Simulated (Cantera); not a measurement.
# Equilibrium for thermal oxidation and active oxidation of silicon: Si + CO₂ + H₂

Input: 1 mol Si, 1.2 mol CO₂, a varied amount of H₂, at 2175 K and 0.0133 bar.

Equilibrium computed with Cantera from the NASA thermochemical tables; the gas is ideal and each condensed phase is pure. Candidate condensed phases: C, C₆H₆, C₇H₈, C₈H₁₈, H₂O, Si, SiC, SiO₂; 123 gas species. Kinetics and transport are ignored.

```tsv
n(H₂) (mol)	x H₂	x H	x CO	x SiO	x H₂O	x OH
63	0.923	0.0406	0.0180	0.0150	0.00298	1.76e-5
87	0.933	0.0408	0.0132	0.0110	0.00218	1.28e-5
120	0.940	0.0410	0.00962	0.00801	0.00159	9.32e-6
170	0.945	0.0411	0.00682	0.00569	0.00113	6.60e-6
230	0.949	0.0412	0.00506	0.00422	0.000838	4.89e-6
320	0.951	0.0412	0.00365	0.00304	0.000605	3.52e-6
430	0.953	0.0413	0.00272	0.00227	0.000451	2.62e-6
600	0.955	0.0413	0.00195	0.00163	0.000324	1.88e-6
820	0.956	0.0413	0.00143	0.00119	0.000237	1.38e-6
```
x: gas mole fraction; nothing condenses.

From 63 mol H₂ to 820 mol H₂ nothing is condensed. The main Si-bearing gas is SiO throughout.
